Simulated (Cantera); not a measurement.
What does this Cantera script print?

```python
import numpy as np
import cantera as ct

gas_names = [...]  # 113 gases of nasa_gas.yaml made of C, H, O, Ti
cond_names = """
    C(gr) C6H6(L) C7H8(L) C8H18(L),n-octa H2O(s) H2O(L) Ti(a) Ti(b) Ti(L) TiC(s) TiC(L) TiO(a) TiO(b)
    TiO(L) TiO2(ru) TiO2(L) Ti2O3(a) Ti2O3(b) Ti2O3(L) Ti3O5(a) Ti3O5(b) Ti3O5(L) Ti4O7(s) Ti4O7(L)
""".split()


# ... load() reads the species with a 1 bar reference pressure and builds the phases ...
atoms = {
    'Ti': {'Ti': 1},
    'CO2': {'C': 1, 'O': 2},
    'H2': {'H': 2},
}
top_T = {'C(gr)': 4500}  # K; cautious upper limits of use, not melting points


# ... equilibrate(T, P, feed) seeds the gas with the atoms and calls Mixture.equilibrate('TP', solver="vcs", rtol=1e-11, max_steps=5000) ...
results = []
feed = {'Ti': 1, 'CO2': 0.022, 'H2': 19}  # mol
P = 3100  # Pa
for T in [1800, 1825, 1850, 1875, 1900, 1925, 1950, 1975, 2000]:
    mix = equilibrate(T, P, feed)
    results.append((T, P, feed, dict(zip(mix.species_names, mix.species_moles))))
    x = sorted(zip(gas.X, gas.species_names), reverse=True)
    print(f"T = {T:g} K  P = {P:g} Pa  gas = {mix.phase_moles(0):.4g} mol")
    print("   x: " + "  ".join(f"{s} {v:.3e}" for v, s in x if v > 0.0001))
    print("   condensed (mol): " + ("  ".join(f"{mix.phase(i).name} {mix.phase_moles(i):.4g}"
          for i in range(1, mix.n_phases) if mix.phase_moles(i) > 1e-12) or "none"))
```

It prints:

```
T = 1800 K  P = 3100 Pa  gas = 19.02 mol
   x: H2 9.980e-01  H 2.032e-03
   condensed (mol): Ti(b) 0.9337  TiC(s) 0.02199  TiO(b) 0.04397
T = 1825 K  P = 3100 Pa  gas = 19.02 mol
   x: H2 9.975e-01  H 2.498e-03
   condensed (mol): Ti(b) 0.9336  TiC(s) 0.02198  TiO(b) 0.04396
T = 1850 K  P = 3100 Pa  gas = 19.03 mol
   x: H2 9.969e-01  H 3.055e-03
   condensed (mol): Ti(b) 0.9334  TiC(s) 0.02197  TiO(b) 0.04393
T = 1875 K  P = 3100 Pa  gas = 19.04 mol
   x: H2 9.962e-01  H 3.716e-03
   condensed (mol): Ti(b) 0.9331  TiC(s) 0.02195  TiO(b) 0.04389
T = 1900 K  P = 3100 Pa  gas = 19.04 mol
   x: H2 9.954e-01  H 4.497e-03
   condensed (mol): Ti(b) 0.9327  TiC(s) 0.02191  TiO(b) 0.04383
T = 1925 K  P = 3100 Pa  gas = 19.05 mol
   x: H2 9.945e-01  H 5.415e-03  Ti 1.137e-04
   condensed (mol): Ti(b) 0.9321  TiC(s) 0.02186  TiO(b) 0.04372
T = 1950 K  P = 3100 Pa  gas = 19.07 mol
   x: H2 9.933e-01  H 6.489e-03  Ti 1.630e-04
   condensed (mol): Ti(L) 0.9314  TiC(s) 0.02177  TiO(b) 0.04357
T = 1975 K  P = 3100 Pa  gas = 19.08 mol
   x: H2 9.920e-01  H 7.740e-03  Ti 2.296e-04
   condensed (mol): Ti(L) 0.9304  TiC(s) 0.02163  TiO(b) 0.04332
T = 2000 K  P = 3100 Pa  gas = 19.09 mol
   x: H2 9.904e-01  H 9.192e-03  Ti 3.205e-04
   condensed (mol): Ti(L) 0.9291  TiC(s) 0.0214  TiO(b) 0.04293
```

Equilibrium computed with Cantera from the NASA thermochemical tables; the gas is ideal and each condensed phase is pure. Mutual solubility and eutectic melting of coexisting phases are not modelled. TiC, TiO: taken at fixed stoichiometry. Condensed phases not in the tables: solid solutions among these carbides, nitrides and lower oxides, N, O or C dissolved in the metal.
